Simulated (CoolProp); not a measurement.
The fluid at 351.05 K and 0.0602 MPa is compressed adiabatically to 0.378 MPa with isentropic efficiency 0.7. The same conditions are run with several fluids, on thermodynamics alone (safety and materials aside).

Model: reference Helmholtz-energy equation of state of each fluid (cyclohexane: Zhou 2014; R152A: Outcalt 1996; R22: Kamei 1995; propane: Lemmon 2009; hydrogen sulfide: Lemmon 2006), in CoolProp.

| fluid | work (kJ/kg) | final temperature (K) | final density (kg/m³) |
|---|---|---|---|
| cyclohexane | 91.4 | [?] | 10.2 |
| R152A | [?] | 453.6 | [?] |
| R22 | [?] | 480.7 | 8.26 |
| propane | [?] | 441.9 | 4.62 |
| hydrogen sulfide | [?] | 610.1 | 2.55 |

Task: What belongs in the gaps?

Result: 
- cyclohexane, final temperature (K): 410.7
- R152A, work (kJ/kg): 126
- R152A, final density (kg/m³): 6.74
- R22, work (kJ/kg): 99.3
- propane, work (kJ/kg): 188
- hydrogen sulfide, work (kJ/kg): 280
